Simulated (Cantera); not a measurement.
Charge: 1 mol CuO, 0.94 mol C, 5.2 mol H2, equilibrated at 1825 K and 1.70 bar.

These are equilibrium values from Cantera (NASA tables, ideal gas, pure condensed phases), not measurements of a reactor. Candidate condensed phases: C, C6H6, C7H8, C8H18, Cu, CuO, Cu(OH)2, Cu2O, H2O; 113 gas species. The numbers say what is thermodynamically allowed, not how fast it happens.

Base state: H2 0.837, CO 0.153, H2O 0.00934, CO2 0.000434, Cu 0.000424, H 0.000309 (mole fractions); condensed: Cu(l).

Problem. What changes in the equilibrium state with this change: temperature from 1825 K to 2000 K?

Solution. 
| species | before | after |
|---|---|---|
| H2 | 0.837 | 0.834 |
| CO | 0.153 | 0.152 |
| H2O | 0.00934 | 0.00937 |
| Cu | 0.000424 | 0.00253 |
| H | 0.000309 | 0.00114 |
| Cu2 | 9.03e-7 | 1.05e-5 |
| CO2 | 0.000434 | 0.000373 |
| Cu(l), mol | 0.997 | 0.984 |
